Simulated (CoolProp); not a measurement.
Saturated liquid density (kg/m³) of toluene: the reference equation beside estimates from Tc = 591.7 K, pc = 4.126 MPa, ω = 0.266.

The numbers come from the reference Helmholtz-energy equation of state, Lemmon 2006 in CoolProp. It is a short technical equation, of lower accuracy than the large ones.

```tsv
T (K)	reference	van der Waals	Soave-Redlich-Kwong
470.3	680.1	400.8	596.3
475.4	673.3	396.6	588.8
480.4	666.5	392.5	581.3
485.5	659.4	388.1	573.4
490.6	652.1	383.7	565.2
495.6	644.8	379.2	556.9
500.7	637.1	374.5	548.2
505.7	629.3	369.8	539.4
```

Absolute difference from the reference over all 8 rows, mean and median: van der Waals 41.2 and 41.2 %, Soave-Redlich-Kwong 13.2 and 13.2 %.
